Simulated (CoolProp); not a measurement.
Aqueous potassium carbonate as a coolant, at 39 °C, 1 atm.

Model: Melinder's fits for secondary coolants, in CoolProp.

```csv
mass %,freezing point (°C),Prandtl number,viscosity (mPa s),cp (kJ/(kg K)),conductivity (W/(m K))
5.5,-1.8,4.75,0.759,3.910,0.625
9.7,-3.5,5.15,0.855,3.739,0.621
14,-5.4,5.64,0.975,3.570,0.617
18.2,-7.6,6.20,1.12,3.405,0.613
22.5,-10.6,6.89,1.29,3.241,0.608
26.7,-14.6,7.76,1.51,3.094,0.604
31,-20.0,8.98,1.81,2.964,0.598
35.3,-27.3,10.7,2.22,2.855,0.592
39.5,-36.3,13.0,2.78,2.755,0.586
```
